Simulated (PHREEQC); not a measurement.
Make-up at 25 °C: 3.9 mmol/kgw NH3, 16 mmol/kgw K2SiO3 and 0.15 mmol/kgw K2CO3. Closed to the air; pH follows from the charge balance.

The numbers come from PHREEQC with the ion-association model, phreeqc.dat.

```json
[
 {"quantity": "pH", "before": "12.07", "after": "11.46"},
 {"quantity": "ionic strength (mol/kgw)", "before": "0.0343", "after": "0.00657"},
 {"quantity": "CO3-2 (mol/kgw)", "before": "0.000148", "after": "2.84e-5"},
 {"quantity": "NH4+ (mol/kgw)", "before": "7.06e-6", "after": "5.14e-6"}
]
```

Task: What was changed between the two runs?
(A) temperature from 25 to 50 °C
(B) K2SiO3 left out
(C) temperature from 25 to 90 °C
(D) diluted 5-fold with water
(E) K2SiO3 from 0.016 to 0.0016 mol/kgw

Result: D, diluted 5-fold with water

This is a speciation only: nothing precipitates in the calculation.
